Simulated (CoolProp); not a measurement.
Octamethyltrisiloxane (MDM) along the isobar 2590 kPa: Z from the reference equation and from simpler models built on Tc = 565.4 K, pc = 1438 kPa, ω = 0.528; each cubic takes its own stable root.

Computed with CoolProp (reference Helmholtz-energy equation of state, Thol 2017).

| T (K) | phase | reference |
|---|---|---|
| 392.5 | liquid | 0.2598 |
| 397.1 | liquid | 0.2585 |
| 401.7 | liquid | 0.2574 |
| 406.3 | liquid | 0.2563 |
| 410.8 | liquid | 0.2553 |
| 415.4 | liquid | 0.2543 |
| 420 | liquid | 0.2534 |
| 424.6 | liquid | 0.2526 |
| 429.1 | liquid | 0.2519 |
| 433.7 | liquid | 0.2512 |
| 438.3 | liquid | 0.2505 |
| 442.9 | liquid | 0.2500 |
| 447.5 | liquid | 0.2495 |

Problem. How far does each simpler model (van der Waals, Peng-Robinson) lie from the reference over these 13 states: mean and median of the absolute difference, and the worst?

Solution. 
- van der Waals: mean 63.2 %, median 63.3 %, worst +65.1 % at 392.5 K and 2590 kPa
- Peng-Robinson: mean 3.8 %, median 3.8 %, worst -3.9 % at 433.7 K and 2590 kPa
